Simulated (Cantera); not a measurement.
Aluminium nitride and oxide growth: AlCl3 + N2O + H2

A closed system holds: 1 mol AlCl3, 44 mol N2O, 2 mol H2, at 10000 Pa.

Equilibrium computed with Cantera from the NASA thermochemical tables; the gas is ideal and each condensed phase is pure. Candidate condensed phases: Al, AlCl3, AlN, Al2O3, H2O, NH4Cl; 45 gas species. Condensed phases not in the tables: AlOCl. Equilibrium is a limit: real reactors are often held back by kinetics, nucleation or transport.

| T (K) | x N2 | x O2 | x HCl | x H2O | x Cl2 | n Al2O3(s) |
|---|---|---|---|---|---|---|
| 973 | 0.644 | 0.305 | 0.0324 | 0.0131 | 0.00575 | 0.500 |
| 1023 | 0.644 | 0.305 | 0.0341 | 0.0122 | 0.00482 | 0.500 |
| 1073 | 0.644 | 0.305 | 0.0356 | 0.0115 | 0.00403 | 0.500 |
| 1123 | 0.643 | 0.305 | 0.0368 | 0.0109 | 0.00337 | 0.500 |
| 1173 | 0.643 | 0.305 | 0.0376 | 0.0104 | 0.00281 | 0.500 |
| 1223 | 0.643 | 0.305 | 0.0382 | 0.0101 | 0.00233 | 0.500 |
| 1273 | 0.643 | 0.305 | 0.0386 | 0.00991 | 0.00193 | 0.500 |
| 1323 | 0.642 | 0.305 | 0.0387 | 0.00983 | 0.00158 | 0.500 |
| 1373 | 0.642 | 0.305 | 0.0386 | 0.00988 | 0.00128 | 0.500 |
| 1423 | 0.642 | 0.305 | 0.0383 | 0.0100 | 0.00103 | 0.500 |
| 1473 | 0.641 | 0.304 | 0.0377 | 0.0103 | 0.000820 | 0.500 |
| 1523 | 0.641 | 0.304 | 0.0370 | 0.0107 | 0.000648 | 0.500 |
x: gas mole fraction; n: condensed amount in mol.

From 973 K to 1523 K the condensed part is Al2O3(s).
